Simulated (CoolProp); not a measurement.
Saturation properties of isobutane (Tc = 134.7 °C, pc = 3.629 MPa, ω = 0.184).

Computed with CoolProp (reference Helmholtz-energy equation of state, Bücker 2006).

```
T (°C)  p (MPa)  enthalpy of vaporisation (kJ/kg)  liquid cp (kJ/(kg K))  vapour Z  surface tension (mN/m)  liquid conductivity (mW/(m K))
------  -------  --------------------------------  ---------------------  --------  ----------------------  ------------------------------
-30.15  0.04630                             380.8                  2.136    0.9764                    16.3                             111
-18.25  0.07798                             370.8                  2.191    0.9657                    14.9                             106
-6.45    0.1241                             360.3                  2.249    0.9522                    13.6                             101
5.35     0.1890                             349.2                  2.312    0.9357                    12.2                            96.5
17.15    0.2770                             337.3                  2.381    0.9160                    10.9                            92.1
28.95    0.3929                             324.5                  2.456    0.8928                    9.57                            87.8
40.75    0.5418                             310.6                  2.541    0.8659                    8.27                            83.8
52.55    0.7288                             295.3                  2.637    0.8350                    7.01                            79.9
64.35    0.9597                             278.4                  2.750    0.7997                    5.78                            76.3
76.15     1.240                             259.4                  2.889    0.7591                    4.59                            72.9
87.95     1.577                             237.5                  3.071    0.7124                    3.46                            69.6
```

It boils at -11.7 °C under 1 atm.

Thermal conductivity comes from a separate model (Perkins 2002). Surface tension comes from a separate correlation (Mulero 2012).
